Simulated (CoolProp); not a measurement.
Saturation properties of octamethyltrisiloxane (MDM).

Values from CoolProp's reference Helmholtz-energy equation of state, Thol 2017.

```csv
T (K),p (MPa),vapour density (kg/m³),enthalpy of vaporisation (kJ/kg),liquid cp (kJ/(kg K))
267.9,5.161e-5,0.005481,216.4,1.720
292.7,0.0003465,0.03371,206.5,1.771
317.4,0.001598,0.1437,196.8,1.828
342.1,0.005581,0.4682,187.1,1.890
366.9,0.01579,1.248,177.4,1.954
391.6,0.03766,2.839,167.3,2.019
416.4,0.07905,5.759,156.7,2.086
441.1,0.1492,10.67,145.3,2.157
465.9,0.2602,18.62,132.6,2.235
```

It boils at 425.6 K under 1 atm.
